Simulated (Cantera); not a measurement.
**Stirred combustor or abatement burner**

A perfectly stirred reactor is fed with C2H4 : O2 : N2 : H2O = 1 : 3.45 : 13 : 0.33 (molar parts), at 11.0 bar; it is adiabatic with a 575 K inlet, and is followed from long to short residence time, starting on the burning branch (τ in s: 0.038, 0.019, 0.0093, 0.0046, 0.0023, 0.0011, 0.00055, 0.00027, 0.00013, 6.6e-05, 3.2e-05, 1.6e-05).

Computed with Cantera and GRI-Mech 3.0 (53 species, 325 reactions). GRI-Mech 3.0 was tuned for natural gas; its chemistry of ethylene as a main component is partial and can be far from experiment.

| τ (s) | T (K) | x C2H4 | x O2 | x H2 | x C2H2 | x O | x CH2 | x NO2 |
|---|---|---|---|---|---|---|---|---|
| 0.038 | 2426 | 3.33e-7 | 0.0245 | 0.00104 | 4.53e-7 | 0.000480 | 1.50e-8 | 5.64e-6 |
| 0.019 | 2427 | 6.55e-7 | 0.0249 | 0.00105 | 8.78e-7 | 0.000493 | 2.98e-8 | 4.81e-6 |
| 0.0093 | 2428 | 1.31e-6 | 0.0255 | 0.00107 | 1.72e-6 | 0.000513 | 6.02e-8 | 3.79e-6 |
| 0.0046 | 2426 | 2.56e-6 | 0.0261 | 0.00113 | 3.26e-6 | 0.000543 | 1.20e-7 | 2.80e-6 |
| 0.0023 | 2422 | 4.90e-6 | 0.0268 | 0.00122 | 5.94e-6 | 0.000591 | 2.34e-7 | 2.01e-6 |
| 0.0011 | 2413 | 9.51e-6 | 0.0276 | 0.00141 | 1.07e-5 | 0.000680 | 4.69e-7 | 1.42e-6 |
| 0.00055 | 2396 | 1.71e-5 | 0.0287 | 0.00171 | 1.73e-5 | 0.000827 | 8.75e-7 | 1.06e-6 |
| 0.00027 | 2369 | 3.02e-5 | 0.0302 | 0.00219 | 2.64e-5 | 0.00108 | 1.60e-6 | 8.05e-7 |
| 0.00013 | 2329 | 5.24e-5 | 0.0323 | 0.00287 | 3.89e-5 | 0.00146 | 2.87e-6 | 5.97e-7 |
| 6.6e-5 | 2281 | 8.72e-5 | 0.0348 | 0.00368 | 5.50e-5 | 0.00196 | 4.77e-6 | 4.35e-7 |
| 3.2e-5 | 2216 | 0.000154 | 0.0384 | 0.00469 | 8.14e-5 | 0.00258 | 8.02e-6 | 2.99e-7 |
| 1.6e-5 | 2137 | 0.000283 | 0.0432 | 0.00572 | 0.000126 | 0.00313 | 1.31e-5 | 2.00e-7 |
x: mole fraction; the columns are a selection and need not sum to one.
